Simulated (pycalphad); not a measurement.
CALPHAD calculation (pycalphad, COST 507 light-alloy database (1999)), 1 atm. These are 1990s assessments: newer ones move some temperatures and phases. Amounts are mole fractions of atoms.

Q: Give the equilibrium state of Al-58.1Si (at.%) at 1117 °C.

A: liquid, fraction 0.941, with 55.5 Si at.%; diamond (Si), fraction 0.059, with 99.99 Si at.%.

Q: Give the equilibrium state of Al-58.1Si (at.%) at 477 °C.

A: diamond (Si), fraction 0.578, with >99.99 Si at.%; fcc, fraction 0.422, with 0.61 Si at.%.
